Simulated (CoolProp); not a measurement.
Dodecamethylpentasiloxane (MD3M) along the isobar 0.101 MPa: Z from the reference equation and from simpler models built on Tc = 354.9 °C, pc = 0.9540 MPa, ω = 0.730; each cubic takes its own stable root.

Values from CoolProp's reference Helmholtz-energy equation of state, Thol 2019.

```tsv
T (°C)	phase	reference
137.65	liquid	0.01499
155.75	liquid	0.01473
173.75	liquid	0.01452
191.75	liquid	0.01436
209.85	liquid	0.01425
227.85	liquid	0.01421
245.85	gas	0.9072
263.85	gas	0.9207
```

Problem. How far does each simpler model (van der Waals, Redlich-Kwong) lie from the reference over these 8 states: mean and median of the absolute difference, and the worst?

Solution. 
- van der Waals: mean 4722.1 %, median 6199.3 %, worst +6539.7 % at 227.85 °C and 0.101 MPa
- Redlich-Kwong: mean 2387.1 %, median 25.1 %, worst +6429.2 % at 227.85 °C and 0.101 MPa

At some of these states van der Waals, Redlich-Kwong gives the other phase, because its saturation line lies elsewhere.
